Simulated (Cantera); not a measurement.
Ca(OH)2 + H2O (calcination and drying)

A closed system holds: 1 mol Ca(OH)2, 4.8 mol H2O, equilibrated at 101000 Pa.

Method: chemical equilibrium by Gibbs-energy minimisation in Cantera with the NASA 1993 tables (ideal gas, pure condensed phases). Candidate condensed phases: Ca, CaO, Ca(OH)2, H2O; 14 gas species. Equilibrium is a limit: real reactors are often held back by kinetics, nucleation or transport.

From 825 K to 2025 K the condensed part is CaO(s).

```csv
T (K),x H2O,x H2,x O2,x OH,x H,x Ca(OH)2,n CaO(s)
825,1.00,3.70e-9,1.83e-9,5.57e-11,<1e-12,<1e-12,1.00
975,1.00,1.49e-7,7.33e-8,5.34e-9,<1e-12,6.00e-12,1.00
1125,1.000,2.28e-6,1.10e-6,1.52e-7,6.67e-11,4.69e-10,1.00
1275,1.000,1.85e-5,8.77e-6,1.98e-6,3.15e-9,1.31e-8,1.00
1425,1.000,9.75e-5,4.50e-5,1.50e-5,6.69e-8,1.79e-7,1.000
1575,0.999,0.000376,0.000169,7.73e-5,8.01e-7,1.48e-6,1.000
1725,0.998,0.00115,0.000501,0.000299,6.26e-6,8.41e-6,1.000
1875,0.995,0.00295,0.00125,0.000930,3.54e-5,3.59e-5,1.000
2025,0.988,0.00657,0.00270,0.00244,0.000155,0.000122,0.999
```
x: gas mole fraction; n: condensed amount in mol.
